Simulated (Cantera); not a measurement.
Charge: 1 mol SiCl4, 0.012 mol C3H8, 4.4 mol H2, at 1.00 Torr.

Cantera equilibrium calculation (NASA polynomials, part measured and part estimated; ideal gas, pure solids and liquids). Candidate condensed phases: C, C6H6, C7H8, C8H18, Si, SiC; 109 gas species. The tables' values for SiCl, SiCl3 are old estimates; treat these amounts as uncertain. Gases not in the tables: Si2H6 and higher silanes. Rates play no part.

x: gas mole fraction; n: condensed amount in mol.

| T (K) | x H2 | x HCl | x SiCl2 | x H | x Cl | x Si | n SiC(s) |
|---|---|---|---|---|---|---|---|
| 1448 | 0.537 | 0.312 | 0.141 | 0.000185 | 8.75e-5 | 5.54e-7 | 0.0360 |
| 1548 | 0.533 | 0.317 | 0.145 | 0.000615 | 0.000292 | 5.52e-6 | 0.0360 |
| 1648 | 0.530 | 0.318 | 0.147 | 0.00178 | 0.000836 | 4.18e-5 | 0.0360 |
| 1748 | 0.527 | 0.318 | 0.147 | [?] | [?] | [?] | 0.0360 |
| 1848 | 0.520 | 0.316 | 0.145 | 0.0105 | 0.00484 | 0.00122 | 0.0359 |
| 1948 | 0.505 | 0.316 | 0.138 | [?] | [?] | [?] | 0.0352 |
| 2048 | 0.475 | 0.319 | 0.121 | 0.0423 | 0.0210 | 0.0141 | 0.0317 |
| 2148 | 0.425 | 0.322 | 0.0940 | 0.0744 | 0.0413 | 0.0312 | 0.0143 |

Question: Complete the blanks.

Answer: 
- 1948, x H: 0.0220
- 1948, x Cl: 0.0103
- 1948, x Si: 0.00476
- 1748, x H: 0.00454
- 1748, x Cl: 0.00211
- 1748, x Si: 0.000251
